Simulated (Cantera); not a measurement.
An isothermal, constant-pressure homogeneous reactor starts with NH3 : H2 = 1 : 2.9 (molar parts), at 1875 K and 0.0680 bar.

Detailed kinetics in Cantera: the gas-phase N/H chemistry of the illustrative SiF4/NH3 mechanism in the Surface Chemkin manual (1991). Walls and surfaces, which speed up NH3 decomposition in real reactors, are not modelled.

Q: Predict: x(NH3) at 2.00 s; x(H2) at 2.00 s; x(N2) at 2.00 s; x(N) at 2.00 s; x(N2H2) at 2.00 s; x(NH) at 2.00 s.

A: 
```
Property                                             Result
-----------------  ----------------------------------------
x(NH3) at 2.00 s     0.0963 (gas-phase equilibrium 4.60e-7)
x(H2) at 2.00 s         0.839 (gas-phase equilibrium 0.896)
x(N2) at 2.00 s        0.0636 (gas-phase equilibrium 0.102)
x(N) at 2.00 s     3.34e-7 (gas-phase equilibrium 1.61e-10)
x(N2H2) at 2.00 s    2.53e-7 (gas-phase equilibrium <1e-12)
x(NH) at 2.00 s    3.69e-6 (gas-phase equilibrium 3.78e-10)
```
